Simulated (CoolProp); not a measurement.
Vapour-liquid equilibrium of propylene (1) + R22 (2) at -30.15 °C; x and y are mole fractions of (1).

Model: multi-fluid Helmholtz-energy mixture model, Lemmon 2013 and Kamei 1995; pair parameters Bell 2016, in CoolProp.

```csv
x,"bubble pressure, mixture model (kPa)","bubble pressure, Raoult's law (kPa)","y, mixture model","y, Raoult's law"
0.05,169.7,165.2,0.086,0.064
0.15,181.3,170.0,0.225,0.186
0.25,190.5,174.7,0.338,0.301
0.35,197.7,179.5,0.433,0.410
0.45,203.4,184.2,0.519,0.514
0.55,207.7,189.0,0.599,0.612
0.65,210.7,193.8,0.679,0.706
0.75,212.4,198.5,0.760,0.795
0.85,212.8,203.3,0.848,0.880
0.95,211.7,208.0,0.946,0.961
```

The largest gap from Raoult's law is +10.4 % in bubble pressure, at x = 0.45. y crosses x between x = 0.75 and 0.85: the model has an azeotrope there.

Pair parameters are fitted to limited data, so mixtures are less certain than the pure fluids.
